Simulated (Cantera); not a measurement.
A closed system holds: 1 mol AlCl₃, 4.4 mol O₂, 41 mol N₂, 2.2 mol NH₃, equilibrated at 825 K and 13.3 mbar.

These are equilibrium values from Cantera (NASA tables, ideal gas, pure condensed phases), not measurements of a reactor. Candidate condensed phases: Al, AlCl₃, AlN, Al₂O₃, H₂O, NH₄Cl; 45 gas species. Condensed phases not in the tables: AlOCl. The numbers say what is thermodynamically allowed, not how fast it happens.

Base state: N₂ 0.849, HCl 0.0544, O₂ 0.0539, H₂O 0.0394, Cl₂ 0.00306 (mole fractions); condensed: Al₂O₃(s).

Problem. What changes in the equilibrium state with this change: temperature from 825 K to 1400 K?

Solution. 
| species | before | after |
|---|---|---|
| N₂ | 0.849 | 0.847 |
| HCl | 0.0544 | 0.0577 |
| O₂ | 0.0539 | 0.0545 |
| Cl₂ | 0.00306 | 0.000105 |
| Cl | 7.87e-6 | 0.00252 |
| H₂O | 0.0394 | 0.0376 |
| OH | 2.40e-9 | 3.96e-5 |
| NO | 1.60e-6 | 0.000383 |
| Al₂O₃(s), mol | 0.500 | 0.500 |
